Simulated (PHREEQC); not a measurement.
**Copper plating or etch bath: speciation**

A solution holds 0.007 mol CuSO4, 4.7e-05 mol HNO3 and 0.0018 mol Na2SO4 per kg of water, at 25 °C. Closed to the air; pH follows from the charge balance.

All values are PHREEQC results (ion-association model, wateq4f.dat), not measurements.

Each row changes one thing in this solution. Precipitation was switched off in this run.

```
case                                    pH  ionic strength (mol/kgw)  SO4-2 (mol/kgw)  Cu+2 (mol/kgw)  CuSO4 (mol/kgw)  NaSO4- (mol/kgw)  SI of Tenorite (CuO)
------------------------------------  ----  ------------------------  ---------------  --------------  ---------------  ----------------  --------------------
as made                               4.50                    0.0250          0.00664         0.00492          0.00208           6.48e-5                 -1.18
Na2SO4 from 0.0018 to 0.018 mol/kgw   4.66                    0.0668           0.0204               …          0.00306           0.00149                 -1.06
diluted 5-fold with water             5.01                   0.00587          0.00155         0.00120         0.000201           4.04e-6                 -0.66
0.00027 mol/kgw NaOH added            5.61                    0.0251          0.00670         0.00475          0.00203           7.02e-5                 +1.03
HNO3 from 4.7e-05 to 4.7e-06 mol/kgw  4.94                    0.0249          0.00665         0.00490          0.00208           6.49e-5                 -0.30
temperature from 25 to 60 °C             …                    0.0242          0.00643         0.00472          0.00226           7.40e-5                 -0.09
diluted 2-fold with water             4.72                    0.0135                …         0.00270         0.000797           2.01e-5                 -0.94
```

Fill in the missing entries.


- Na2SO4 from 0.0018 to 0.018 mol/kgw, Cu+2 (mol/kgw): 0.00393
- temperature from 25 to 60 °C, pH: 4.47
- diluted 2-fold with water, SO4-2 (mol/kgw): 0.00358

Species that the database lacks are ignored. Some of these states are supersaturated (in Brochantite, Antlerite, for instance). Constants without temperature data keep their 25 °C values here.
